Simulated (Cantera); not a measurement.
Charge: 1 mol CO2, 3.2 mol H2O, 0.26 mol N2, equilibrated at 3073 K and 1.33 mbar.

These are equilibrium values from Cantera (NASA tables, ideal gas, pure condensed phases), not measurements of a reactor. Candidate condensed phases: C, C6H6, C7H8, C8H18, H2O; 136 gas species. Kinetics and transport are ignored.

Base state: H 0.525, O 0.337, CO 0.0862, N2 0.0217, OH 0.0101, H2 0.00952, O2 0.00725, NO 0.00161 (mole fractions); condensed: gas only.

### Question
What changes in the equilibrium state with this change: CO2 replaced by HF?

### Answer
| species | before | after |
|---|---|---|
| H | 0.525 | 0.582 |
| O | 0.337 | 0.275 |
| HF | 0 | 0.0684 |
| CO | 0.0862 | 0 |
| F | 0 | 0.0240 |
| H2 | 0.00952 | 0.0117 |
| OH | 0.0101 | 0.00909 |
| N2 | 0.0217 | 0.0233 |
| CO2 | 0.000623 | 0 |
| O2 | 0.00725 | 0.00482 |
| NO | 0.00161 | 0.00136 |
